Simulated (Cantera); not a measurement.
Charge: 1 mol Si3H8, 0.012 mol Cl2, a varied amount of N2, at 1275 K and 77.0 mbar.

Method: chemical equilibrium by Gibbs-energy minimisation in Cantera with the NASA 1993 tables (ideal gas, pure condensed phases). Candidate condensed phases: NH4Cl, Si, Si3N4; 28 gas species. The feed counts by its element totals alone. N2 is the only nitrogen source here; it is nearly inert below about 1500 K, so the nitride shown seldom forms there in practice. The numbers say what is thermodynamically allowed, not how fast it happens.

log p: log10 of the partial pressure in bar; n: condensed amount in mol.

```
n(N2) (mol)  log p N2  log p H2  log p HCl  log p NH3  log p H  log p SiCl2  n Si3N4(s)
-----------  --------  --------  ---------  ---------  -------  -----------  ----------
9               -1.31     -1.55      -3.78      -6.85    -6.91        -9.11        1.00
13              -1.25     -1.69      -3.91      -7.02    -6.98        -9.28        1.00
19              -1.21     -1.84      -4.06      -7.22    -7.05        -9.46        1.00
28              -1.18       ___        ___        ___      ___          ___        1.00
40              -1.16     -2.14      -4.36      -7.64    -7.20        -9.79        1.00
59              -1.14       ___        ___        ___      ___          ___        1.00
86              -1.13     -2.46      -4.68      -8.12    -7.36       -10.13        1.00
```

Problem. What belongs in the gaps?

Solution. 
- 28, log p H2: -1.99
- 28, log p HCl: -4.21
- 28, log p NH3: -7.44
- 28, log p H: -7.13
- 28, log p SiCl2: -9.63
- 59, log p H2: -2.30
- 59, log p HCl: -4.52
- 59, log p NH3: -7.88
- 59, log p H: -7.28
- 59, log p SiCl2: -9.96
